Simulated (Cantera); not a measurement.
## Low-pressure radical oxidation in H2/O2

An isothermal, constant-pressure homogeneous reactor starts with 4.12 % H2, 95.9 % O2, equivalence ratio 0.021, at 975 K and 0.0263 atm.

Model: the H2/O2 subset of GRI-Mech 3.0, which has no nitrogen chemistry, integrated in Cantera. Radical loss at walls, strong at low pressure, is not modelled. The temperature is held fixed by assumption; the heat of reaction is taken as removed at once.

```
t (s)         x H2   x O2    x H2O2       x O     x HO2
--------  --------  -----  --------  --------  --------
1.00e-5     0.0412  0.959    <1e-12    <1e-12  3.81e-12
6.88e-5     0.0412  0.959    <1e-12  8.68e-12  2.65e-11
0.000473    0.0412  0.959    <1e-12  3.92e-10  1.98e-10
0.00325     0.0409  0.959   3.10e-9  0.000149   5.52e-6
0.0224    0.000113  0.957   1.59e-7   0.00119   5.56e-6
0.154      2.61e-6  0.958   6.12e-8   2.92e-5   5.55e-7
1.06       5.87e-8  0.958   1.23e-8   1.26e-6   3.73e-8
7.27       3.06e-9  0.958   2.04e-9   1.08e-7   3.60e-9
50.0      3.20e-10  0.958  3.24e-10   1.27e-8  5.31e-10
```
x: mole fraction; the columns are a selection and need not sum to one.

Equilibrium at this temperature and pressure: H2 1.08e-11, O2 0.958, H2O2 1.36e-11, O 4.35e-10, HO2 5.06e-10 (gas phase only).
